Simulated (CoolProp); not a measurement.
A simple Rankine cycle with R236FA: condensing at 318.15 K, boiler at 2.48 MPa, turbine inlet 387.2 K, turbine efficiency 0.65, pump efficiency 0.7, no recuperator. Each further row changes one setting.

Model: reference Helmholtz-energy equation of state, Pan 2012, in CoolProp.

```tsv
case	thermal efficiency (%)	net work (kJ/kg)	heat in (kJ/kg)	turbine exit temperature (K)	volume ratio over the turbine
as stated	7.7	12.7	164	337.2	6.91
condensing temperature 310.15 K	8.6	(withheld)	174	332.7	8.84
boiler pressure 1.74 MPa	6.6	12.1	183	(withheld)	(withheld)
turbine efficiency 0.55	6.3	10.4	164	339.6	6.98
```

Some entries are withheld; supply them.


- condensing temperature 310.15 K, net work (kJ/kg): 15.0
- boiler pressure 1.74 MPa, turbine exit temperature (K): 357.2
- boiler pressure 1.74 MPa, volume ratio over the turbine: 3.90
